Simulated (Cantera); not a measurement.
Input (Python, Cantera) and output of one run.

```python
import numpy as np
import cantera as ct

gas_names = """
    AL ALCL ALCL2 ALCL3 ALH AL2 AL2CL6 CL CL2 H HCL H2
""".split()
cond_names = """
    AL(cr) AL(L) ALCL3(s) ALCL3(L)
""".split()


# ... load() reads the species with a 1 bar reference pressure and builds the phases ...
atoms = {
    'Al': {'AL': 1},
    'HCl': {'H': 1, 'CL': 1},
}
top_T = {}  # K; cautious upper limits of use, not melting points


# ... equilibrate(T, P, feed) seeds the gas with the atoms and calls Mixture.equilibrate('TP', solver="vcs", rtol=1e-11, max_steps=5000) ...
results = []
feed = {'Al': 1, 'HCl': 8.8}  # mol
P = 4.4  # Pa
for T in [798, 848, 898, 948, 998, 1048, 1098, 1148, 1198, 1248, 1298, 1348, 1398, 1448]:
    mix = equilibrate(T, P, feed)
    results.append((T, P, feed, dict(zip(mix.species_names, mix.species_moles))))

top = {s: max(r[3][s] / sum(r[3][g] for g in gas_names) for r in results) for s in gas_names}
cols = sorted((s for s in top if top[s] > 1e-05), key=lambda s: -top[s])[:6]
seen = [c for c in cond_names if any(r[3].get(c, 0) > 1e-12 for r in results)]
print("log10 of partial pressures in bar; condensed amounts in mol")
print(f"{'T/K':>10s}" + "".join(f"{s[:9]:>10s}" for s in cols + seen))
for T, P, feed, n in results:
    ng = sum(n[g] for g in gas_names)
    print(f"{T:10.4g}" + "".join(f"{np.log10(max(n[s] / ng * P / 1e5, 1e-99)):10.3f}" for s in cols)
          + "".join(f"{n.get(c, 0):10.4g}" for c in seen))
```

Result:

```
log10 of partial pressures in bar; condensed amounts in mol
       T/K       HCL        H2     ALCL3     ALCL2      ALCL        CL
       798    -4.512    -5.100    -5.276   -12.284   -16.190   -13.521
       848    -4.512    -5.100    -5.276   -11.482   -14.869   -12.681
       898    -4.512    -5.100    -5.276   -10.771   -13.698   -11.933
       948    -4.512    -5.100    -5.276   -10.136   -12.652   -11.264
       998    -4.512    -5.100    -5.276    -9.566   -11.712   -10.660
      1048    -4.512    -5.100    -5.276    -9.051   -10.863   -10.114
      1098    -4.512    -5.100    -5.276    -8.584   -10.093    -9.617
      1148    -4.512    -5.100    -5.276    -8.159    -9.392    -9.162
      1198    -4.512    -5.100    -5.277    -7.771    -8.751    -8.745
      1248    -4.512    -5.101    -5.280    -7.417    -8.165    -8.360
      1298    -4.511    -5.104    -5.285    -7.095    -7.630    -8.003
      1348    -4.510    -5.109    -5.296    -6.806    -7.147    -7.670
      1398    -4.507    -5.121    -5.320    -6.556    -6.721    -7.356
      1448    -4.502    -5.143    -5.363    -6.352    -6.363    -7.055
```

These are equilibrium values from Cantera (NASA tables, ideal gas, pure condensed phases), not measurements of a reactor. The tables' values for AlCl2 are old estimates; treat these amounts as uncertain.
